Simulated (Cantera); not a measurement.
An adiabatic, constant-pressure homogeneous reactor starts with CH₄ : O₂ : N₂ = 1 : 2.82 : 10.6 (molar parts), at 1325 K and 10.0 bar.

Cantera simulation using GRI-Mech 3.0 (53 species, 325 reactions); the numbers are that mechanism's predictions, not measurements.

Predict: time of steepest temperature rise; temperature at 0.300 s; equilibrium temperature; x(O₂) at 0.300 s; x(NO) at 0.300 s; x(NO₂) at 0.300 s; x(CO) at 0.300 s.


```
Item                                                                 Value
---------------------------------  ---------------------------------------
time of steepest temperature rise                                 0.955 ms
temperature at 0.300 s                                              2599 K
equilibrium temperature                                             2599 K
x(O₂) at 0.300 s                     0.0507 (gas-phase equilibrium 0.0507)
x(NO) at 0.300 s                     0.0128 (gas-phase equilibrium 0.0128)
x(NO₂) at 0.300 s                  1.60e-5 (gas-phase equilibrium 1.60e-5)
x(CO) at 0.300 s                   0.00546 (gas-phase equilibrium 0.00546)
```
